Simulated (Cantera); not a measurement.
A freely propagating, adiabatic, planar premixed flame of H₂ : O₂ : N₂ = 1 : 0.781 : 3.75 (molar parts), equivalence ratio 0.64, unburnt at 500 K and 500000 Pa; mixture-averaged transport, grid criteria slope 0.08 and curve 0.16, no radiation.

Detailed kinetics in Cantera: the H2/O2 subset of GRI-Mech 3.0, which has no nitrogen chemistry. The hydrogen kinetics of GRI-Mech 3.0 are dated; newer H2 mechanisms differ, most at raised pressure. Burning velocities carry a grid error of a few per cent, more on coarse grids. Lean hydrogen flames are cellular in practice and burn faster than this planar one.

Problem. How do the results move with these cheaper or finer settings: unity-Lewis-number transport; multicomponent transport; multicomponent+Soret transport; grid criteria slope 0.5, curve 1; grid criteria slope 0.25, curve 0.5; grid criteria slope 0.03, curve 0.06?

Solution. 
| setting | laminar burning velocity | thermal thickness | peak x(HO₂) | peak x(OH) | grid points |
|---|---|---|---|---|---|
| as above | 83.2 cm/s | 0.0886 mm | 0.000545 | 0.00401 | 106 |
| unity-Lewis-number transport | 153 cm/s | 0.0541 mm | 0.000528 | 0.00650 | 108 |
| multicomponent transport | 84.6 cm/s | 0.0869 mm | 0.000548 | 0.00405 | 109 |
| multicomponent+Soret transport | 77.4 cm/s | 0.0905 mm | 0.000519 | 0.00384 | 106 |
| grid criteria slope 0.5, curve 1 | 80.3 cm/s | 0.109 mm | 0.000472 | 0.00337 | 32 |
| grid criteria slope 0.25, curve 0.5 | 82.3 cm/s | 0.0941 mm | 0.000526 | 0.00380 | 51 |
| grid criteria slope 0.03, curve 0.06 | 87.4 cm/s | 0.0845 mm | 0.000565 | 0.00432 | 254 |
Unity Lewis numbers drop preferential diffusion, which matters most where H2 and H carry the flame; Soret adds thermal diffusion.
